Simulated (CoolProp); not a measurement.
Saturation properties of sulfur hexafluoride (Tc = 318.7 K, pc = 37.55 bar, ω = 0.210).

Model: reference Helmholtz-energy equation of state, Guder 2009, in CoolProp.

```
T (K)  p (bar)  vapour density (kg/m³)  surface tension (mN/m)  liquid viscosity (µPa s)  liquid conductivity (mW/(m K))
-----  -------  ----------------------  ----------------------  ------------------------  ------------------------------
247.1    5.643                   46.19                    8.04                       286                            69.9
252.4    6.729                   55.02                    7.29                       262                            68.3
257.7    7.962                   65.21                    6.55                       240                            66.7
263.1    9.383                   77.20                    5.82                       219                            65.0
268.4    10.95                   90.81                    5.12                       200                            63.3
273.8    12.74                   106.9                    4.43                       183                            61.5
279.1    14.70                   125.3                    3.78                       167                            59.7
284.5    16.92                   147.2                    3.13                       151                            57.8
289.8    19.33                   172.8                    2.52                       137                            55.9
```

Viscosity comes from a separate model (Quiñones-Cisneros 2012). Thermal conductivity comes from a separate model (Assael 2012). Surface tension comes from a separate correlation (Mulero 2012).
